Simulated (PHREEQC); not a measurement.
**Buffer (model solution)**

Solution (82 °C): 1.5 mmol/kgw HF, 0.04 mmol/kgw Na2SO4 and 1.1 mmol/kgw KCl. Closed to the air; pH follows from the charge balance.

Model: ion-association model, wateq4f.dat, run in PHREEQC.

```json
{
 "pH": "3.33",
 "ionic_strength": "0.00170 mol/kgw",
 "total_alkalinity": "-1.50 meq/kg"
}
```

| species | molality | activity | log γ |
|---|---|---|---|
| Cl- | 0.00110 | 0.00104 | -0.023 |
| K+ | 0.00110 | 0.00104 | -0.023 |
| HF | 0.00100 | 0.00100 | 0.000 |
| F- | 0.000491 | 0.000467 | -0.023 |
| H+ | 0.000488 | 0.000465 | -0.021 |
| Na+ | 8.00e-5 | 7.60e-5 | -0.022 |
| SO4-2 | 3.38e-5 | 2.76e-5 | -0.089 |
| HSO4- | 5.69e-6 | 5.41e-6 | -0.022 |
| HF2- | 2.10e-6 | 2.00e-6 | -0.023 |
| KSO4- | 4.90e-7 | 4.66e-7 | -0.022 |
| H2F2 | 2.75e-7 | 2.75e-7 | 0.000 |

No solid was allowed to form. Complexes and solids missing from the database can't appear. At this temperature some constants are extrapolated from 25 °C, and those without enthalpy data are left unchanged.
